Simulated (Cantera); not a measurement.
An isothermal, constant-pressure homogeneous reactor starts with 3.47 % H₂, 96.5 % O₂, at 1025 K and 1.05 Torr.

Detailed kinetics in Cantera: GRI-Mech 3.0 (53 species, 325 reactions). Radical loss at walls, strong at low pressure, is not modelled. The temperature is held fixed by assumption; the heat of reaction is taken as removed at once.

x: mole fraction; the columns are a selection and need not sum to one.

```tsv
t (s)	x H₂	x O₂	x OH	x H₂O	x HO₂
2.00e-6	0.0347	0.965	<1e-12	<1e-12	<1e-12
1.03e-5	0.0347	0.965	<1e-12	<1e-12	<1e-12
5.32e-5	0.0347	0.965	<1e-12	<1e-12	3.54e-12
0.000274	0.0347	0.965	2.04e-12	<1e-12	1.83e-11
0.00141	0.0347	0.965	3.49e-11	1.50e-11	9.42e-11
0.00729	0.0347	0.965	6.01e-10	1.18e-9	4.87e-10
0.0376	0.0347	0.965	[?]	1.08e-5	1.44e-8
0.194	0.000427	0.940	[?]	0.0307	5.18e-7
1.00	0.000301	0.947	[?]	0.0324	4.82e-7
```

Task: What belongs in the gaps?

Result: 
- 0.0376, x OH: 3.81e-6
- 0.194, x OH: 0.00127
- 1.00, x OH: 0.00107
